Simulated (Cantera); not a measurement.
An isothermal, constant-pressure homogeneous reactor starts with NO : N2 = 1 : 4.7 (molar parts), at 1675 K and 0.987 atm. Integrator tolerance rtol = 1e-08.

Model: GRI-Mech 3.0 (53 species, 325 reactions), integrated in Cantera.

Q: What does this change do: NO 1 to 0.33 parts?

A: 
```
quantity                                            before                                    after
----------------  ----------------------------------------  ---------------------------------------
x(NO) at 20.0 s      0.114 (gas-phase equilibrium 0.00183)   0.0546 (gas-phase equilibrium 0.00115)
x(N2O) at 20.0 s   5.03e-6 (gas-phase equilibrium 1.15e-7)  1.18e-6 (gas-phase equilibrium 7.46e-8)
x(O) at 20.0 s     6.14e-6 (gas-phase equilibrium 1.01e-5)  2.67e-6 (gas-phase equilibrium 6.17e-6)
x(O2) at 20.0 s      0.0306 (gas-phase equilibrium 0.0868)   0.00549 (gas-phase equilibrium 0.0322)
x(N2) at 20.0 s        0.855 (gas-phase equilibrium 0.911)      0.940 (gas-phase equilibrium 0.967)
x(NO2) at 20.0 s  0.000146 (gas-phase equilibrium 3.90e-6)  3.04e-5 (gas-phase equilibrium 1.49e-6)
```
